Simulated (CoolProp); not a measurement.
Vapour-liquid equilibrium of R22 (1) + R11 (2) at 297.8 K; x and y are mole fractions of (1).

Values from CoolProp's multi-fluid Helmholtz-energy mixture model, Kamei 1995 and Jacobsen 1992; pair parameters Bell 2016.

```json
[
 {"x": "0.05", "bubble pressure (MPa)": "0.1730", "y at the bubble point": "0.410", "dew pressure at overall composition x (MPa)": "0.1101", "liquid density (mol/L)": "10.88"},
 {"x": "0.125", "bubble pressure (MPa)": "0.2651", "y at the bubble point": "0.632", "dew pressure at overall composition x (MPa)": "0.1191", "liquid density (mol/L)": "11.08"},
 {"x": "0.2", "bubble pressure (MPa)": "0.3469", "y at the bubble point": "0.733", "dew pressure at overall composition x (MPa)": "0.1298", "liquid density (mol/L)": "11.28"},
 {"x": "0.275", "bubble pressure (MPa)": "0.4207", "y at the bubble point": "0.791", "dew pressure at overall composition x (MPa)": "0.1425", "liquid density (mol/L)": "11.48"},
 {"x": "0.35", "bubble pressure (MPa)": "0.4883", "y at the bubble point": "0.831", "dew pressure at overall composition x (MPa)": "0.1579", "liquid density (mol/L)": "11.69"},
 {"x": "0.425", "bubble pressure (MPa)": "0.5515", "y at the bubble point": "0.860", "dew pressure at overall composition x (MPa)": "0.1771", "liquid density (mol/L)": "11.91"},
 {"x": "0.5", "bubble pressure (MPa)": "0.6118", "y at the bubble point": "0.884", "dew pressure at overall composition x (MPa)": "0.2014", "liquid density (mol/L)": "12.13"},
 {"x": "0.575", "bubble pressure (MPa)": "0.6708", "y at the bubble point": "0.904", "dew pressure at overall composition x (MPa)": "0.2333", "liquid density (mol/L)": "12.36"},
 {"x": "0.65", "bubble pressure (MPa)": "0.7295", "y at the bubble point": "0.923", "dew pressure at overall composition x (MPa)": "0.2768", "liquid density (mol/L)": "12.59"},
 {"x": "0.725", "bubble pressure (MPa)": "0.7893", "y at the bubble point": "0.940", "dew pressure at overall composition x (MPa)": "0.3391", "liquid density (mol/L)": "12.84"},
 {"x": "0.8", "bubble pressure (MPa)": "0.8511", "y at the bubble point": "0.956", "dew pressure at overall composition x (MPa)": "0.4342", "liquid density (mol/L)": "13.08"},
 {"x": "0.875", "bubble pressure (MPa)": "0.9161", "y at the bubble point": "0.972", "dew pressure at overall composition x (MPa)": "0.5875", "liquid density (mol/L)": "13.34"},
 {"x": "0.95", "bubble pressure (MPa)": "0.9852", "y at the bubble point": "0.989", "dew pressure at overall composition x (MPa)": "0.8284", "liquid density (mol/L)": "13.60"}
]
```

No azeotrope shows between x = 0.05 and 0.95.

The pair parameters rest on a limited set of measurements; away from them the model extrapolates.
